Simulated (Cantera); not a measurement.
Equilibrium for iron carbonyl, mercury and lead vapours: HgO + H₂

Charge: 1 mol HgO, 7.8 mol H₂, equilibrated at 4.40 bar.

Equilibrium computed with Cantera from the NASA thermochemical tables; the gas is ideal and each condensed phase is pure. Candidate condensed phases: H₂O, Hg, HgO; 10 gas species. The numbers say what is thermodynamically allowed, not how fast it happens.

```tsv
T (°C)	log p H₂	log p H₂O	log p Hg	log p H	n Hg(l)
250	0.57	-0.26	-1.01	<-11	0.822
300	0.55	-0.28	-0.49	<-11	0.379
350	0.53	-0.30	-0.30	<-11	0
400	0.53	-0.30	-0.30	<-11	0
450	0.53	-0.30	-0.30	<-11	0
500	0.53	-0.30	-0.30	<-11	0
550	0.53	-0.30	-0.30	-10.87	0
600	0.53	-0.30	-0.30	-10.06	0
650	0.53	-0.30	-0.30	-9.35	0
700	0.53	-0.30	-0.30	-8.70	0
750	0.53	-0.30	-0.30	-8.12	0
800	0.53	-0.30	-0.30	-7.59	0
```
log p: log10 of the partial pressure in bar; n: condensed amount in mol.

From 250 °C to 300 °C the condensed part is Hg(l). From 350 °C to 800 °C nothing is condensed. The main Hg-bearing gas is Hg throughout.
